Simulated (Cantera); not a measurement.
Charge: 1 mol FeS, 350 mol H₂, 7.2 mol H₂O, held at 2050 K and 1.33 mbar.

Equilibrium computed with Cantera from the NASA thermochemical tables; the gas is ideal and each condensed phase is pure. Candidate condensed phases: Fe, FeO, Fe(OH)₂, Fe(OH)₃, FeS, FeSO₄, FeS₂, Fe₂O₃, Fe₂(SO₄)₃, Fe₃O₄, H₂O, H₂SO₄, S; 22 gas species. Kinetics and transport are ignored.

Base state: H₂ 0.916, H 0.0595, H₂O 0.0192, Fe 0.00270, S 0.00130, SH 0.000826, H₂S 0.000187, SO 0.000152 (mole fractions); condensed: gas only.

What changes in the equilibrium state with this change: temperature from 2050 K to 1700 K?


```json
[
 {"species": "H₂", "before": "0.916", "after": "0.971"},
 {"species": "H₂O", "before": "0.0192", "after": "0.0200"},
 {"species": "H", "before": "0.0595", "after": "0.00398"},
 {"species": "S", "before": "0.00130", "after": "0.000175"},
 {"species": "Fe", "before": "0.00270", "after": "0.00278"},
 {"species": "OH", "before": "0.000136", "after": "4.23e-6"},
 {"species": "H₂S", "before": "0.000187", "after": "0.00111"},
 {"species": "SO", "before": "0.000152", "after": "2.76e-5"}
]
```
